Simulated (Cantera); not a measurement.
Diamond growth

A diamond (100) surface in a fixed gas of H2 with x(CH4) = 0.0035, x(H) = 0.0072, at 1250 K, 39.0 Torr; coverages are run to steady state.

Detailed kinetics in Cantera: the Harris–Goodwin 1993 mechanism for the reconstructed diamond (100) surface.

| x(CH3) | growth (µm/h) | θ c6HH | θ c6H* | θ c6*H | θ c6** | θ c6HM |
|---|---|---|---|---|---|---|
| 1e-06 | 0.0164 | 0.410 | 0.0438 | 0.509 | 0.0368 | 5.70e-6 |
| 2.7e-06 | 0.0444 | 0.410 | 0.0438 | 0.509 | 0.0368 | 1.54e-5 |
| 7.3e-06 | 0.120 | 0.410 | 0.0438 | 0.509 | 0.0368 | 4.16e-5 |
| 2e-05 | 0.328 | 0.410 | 0.0438 | 0.509 | 0.0367 | 0.000114 |
| 5.4e-05 | 0.886 | 0.410 | 0.0438 | 0.509 | 0.0367 | 0.000307 |
| 0.00015 | 2.45 | 0.409 | 0.0437 | 0.508 | 0.0365 | 0.000851 |
| 0.0004 | 6.49 | 0.409 | 0.0436 | 0.507 | 0.0361 | 0.00226 |
| 0.0011 | 17.5 | 0.406 | 0.0433 | 0.503 | 0.0351 | 0.00610 |
| 0.0029 | 43.8 | 0.400 | 0.0424 | 0.494 | 0.0326 | 0.0155 |
θ: site fractions in the mechanism's names (c6HH fully hydrogenated, c6H* and c6*H radical sites, c6** diradical, c6HM methylated).
